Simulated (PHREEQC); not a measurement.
Ultrapure water in contact with air or piping (model solution)

A made-up water analysis in mg/L, 67 °C, pH 6.72, pe 10.7:

```json
[
 {"constituent": "Na", "mg/L": "0.00891"},
 {"constituent": "K", "mg/L": "0.107"},
 {"constituent": "Ca", "mg/L": "0.255"},
 {"constituent": "Mg", "mg/L": "0.0438"},
 {"constituent": "Cl", "mg/L": "0.423"},
 {"constituent": "S(6) as SO4", "mg/L": "0.0593"},
 {"constituent": "Alkalinity as HCO3", "mg/L": "0.859"},
 {"constituent": "O(0) (dissolved oxygen)", "mg/L": "0.0102"},
 {"constituent": "Si as SiO2", "mg/L": "0.0196"}
]
```

Valence states are taken as typed.

All values are PHREEQC results (ion-association model, phreeqc.dat), not measurements.

This is a speciation only: nothing precipitates in the calculation.

### Question
What charge-balance error does the model give?

### Answer
charge-balance error -16.6 %.

### Question
In which forms is C present?

### Answer
HCO3- 72 %, CO2 27 % of the C.

Complexes and solids missing from the database can't appear. At this temperature some constants are extrapolated from 25 °C, and those without enthalpy data are left unchanged.
